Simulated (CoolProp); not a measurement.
R407C at 293.15 K and 0.373 MPa flows at 0.12 m/s in a round tube of 4.6 mm bore and 45 µm roughness, fully developed (64/Re and Nu = 3.66 if laminar; Colebrook and Gnielinski if turbulent). Each further row changes one setting.

The numbers come from the reference Helmholtz-energy equation of state, Lemmon 2003 in CoolProp. It is a pseudo-pure fit of the blend.

```csv
case,Reynolds number,Darcy friction factor,pressure drop (Pa/m),heat-transfer coefficient (W/(m² K)),mass flow (kg/h)
as stated,647,(withheld),(withheld),10.5,(withheld)
velocity 0.24 m/s,1290,0.0495,(withheld),10.5,(withheld)
diameter 9.2 mm,1290,0.0495,(withheld),(withheld),(withheld)
```

### Question
Fill in the missing entries.

### Answer

- as stated, Darcy friction factor: 0.0990
- as stated, pressure drop (Pa/m): 2.19
- as stated, mass flow (kg/h): 0.101
- velocity 0.24 m/s, pressure drop (Pa/m): 4.37
- velocity 0.24 m/s, mass flow (kg/h): 0.203
- diameter 9.2 mm, pressure drop (Pa/m): 0.547
- diameter 9.2 mm, heat-transfer coefficient (W/(m² K)): 5.23
- diameter 9.2 mm, mass flow (kg/h): 0.406

Viscosity comes from a separate model (Geller 2000). Thermal conductivity comes from a separate model (Geller 2001).
